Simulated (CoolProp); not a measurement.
Carbon monoxide along the isobar 838 kPa: density (kg/m³) from the reference equation and from simpler models built on Tc = -140.3 °C, pc = 3498 kPa, ω = 0.050; each cubic takes its own stable root.

Values from CoolProp's reference Helmholtz-energy equation of state, Lemmon 2006. It is a short technical equation, of lower accuracy than the large ones.

```
T (°C)    phase  reference
-------  ------  ---------
-183.15  liquid      757.3
-171.65  liquid      698.5
-160.15     gas      29.23
-148.65     gas      25.33
-137.15     gas      22.53
-125.65     gas      20.37
-114.15     gas      18.64
-102.65     gas      17.21
-91.15      gas      16.00
-79.65      gas      14.95
-68.15      gas      14.05
-56.65      gas      13.25
-45.15      gas      12.54
-33.65      gas      11.91
-22.15      gas      11.34
```

Task: How far does each simpler model (Redlich-Kwong, Soave-Redlich-Kwong) lie from the reference over these 15 states: mean and median of the absolute difference, and the worst?

Result: 
- Redlich-Kwong: mean 0.3 %, median 0.2 %, worst -2.4 % at -171.65 °C and 838 kPa
- Soave-Redlich-Kwong: mean 0.3 %, median 0.1 %, worst -2.3 % at -171.65 °C and 838 kPa
